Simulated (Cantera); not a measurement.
A freely propagating, adiabatic, planar premixed flame of CH4 : H2 : O2 : N2 = 1 : 0.057 : 1.45 : 5.45 (molar parts), equivalence ratio 1.4, unburnt at 375 K and 263 Torr; mixture-averaged transport, grid criteria slope 0.08 and curve 0.16, no radiation.

Cantera simulation using GRI-Mech 3.0 (53 species, 325 reactions); the numbers are that mechanism's predictions, not measurements. Burning velocities carry a grid error of a few per cent, more on coarse grids.

Predict: laminar burning velocity; thermal thickness; peak x(H); peak x(OH).


| Property | Value |
|---|---|
| laminar burning velocity | 40.1 cm/s |
| thermal thickness | 1.45 mm |
| peak x(H) | 0.00738 |
| peak x(OH) | 0.00202 |
